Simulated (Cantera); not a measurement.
Transport properties of process gases

Gas mixture: 70.6 % H₂O, 29.4 % O₂, at 0.0133 bar, frozen composition.

Cantera's kinetic-theory transport with the Lennard-Jones parameters of GRI-Mech 3.0, ideal gas; thermal conductivity in the multicomponent form. Polar gases are described roughly by these parameters.

| T (K) | ρ (kg/m³) | cp (J/kg/K) | μ (µPa s) | λ (mW/m/K) | Pr | D (cm²/s) CH₄ | D (cm²/s) C₂H₂ | D (cm²/s) CH₃ |
|---|---|---|---|---|---|---|---|---|
| 400 | 0.00887 | 1494 | 17.5 | 37.5 | 0.696 | 29.8 | 22.4 | 30.4 |
| 500 | 0.00710 | 1536 | 21.6 | 48.2 | 0.688 | 45.2 | 34.2 | 46.0 |
| 600 | 0.00591 | 1585 | 25.6 | 59.3 | 0.683 | 63.0 | 47.9 | 63.9 |
| 700 | 0.00507 | 1635 | 29.4 | 70.7 | 0.680 | 83.1 | 63.3 | 84.1 |
| 800 | 0.00443 | 1684 | 33.2 | 82.4 | 0.679 | 105 | 80.4 | 106 |
| 900 | 0.00394 | 1732 | 36.9 | 94.1 | 0.678 | 130 | 99.0 | 131 |
| 1000 | 0.00355 | 1781 | 40.4 | 106 | 0.678 | 156 | 119 | 157 |
| 1100 | 0.00323 | 1828 | 43.9 | 118 | 0.678 | 184 | 141 | 185 |
| 1200 | 0.00296 | 1874 | 47.2 | 130 | 0.679 | 213 | 163 | 214 |
D: mixture-averaged diffusion coefficient of that species in the mixture.
